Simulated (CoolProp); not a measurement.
A simple Rankine cycle with water: condensing at 299.15 K, boiler at 0.312 MPa, turbine inlet 413 K, turbine efficiency 0.75, pump efficiency 0.8, no recuperator. Each further row changes one setting.

Computed with CoolProp (reference Helmholtz-energy equation of state, Wagner 2002).

```
case                             thermal efficiency (%)  net work (kJ/kg)  heat in (kJ/kg)  turbine exit temperature (K)  volume ratio over the turbine
-------------------------------  ----------------------  ----------------  ---------------  ----------------------------  -----------------------------
as stated                                          18.5               485             2630                         299.2                           60.8
turbine inlet 433 K                                18.5               495             2670                         299.2                           58.5
condensing temperature 291.15 K                    19.7               525             2660                         291.1                           95.4
boiler pressure 0.218 MPa                          17.1               451             2640                         299.2                           42.9
turbine efficiency 0.65                            16.0               420             2630                         299.2                           62.6
```

The expansion ends wet for: as stated; turbine inlet 433 K; condensing temperature 291.15 K; boiler pressure 0.218 MPa; turbine efficiency 0.65.
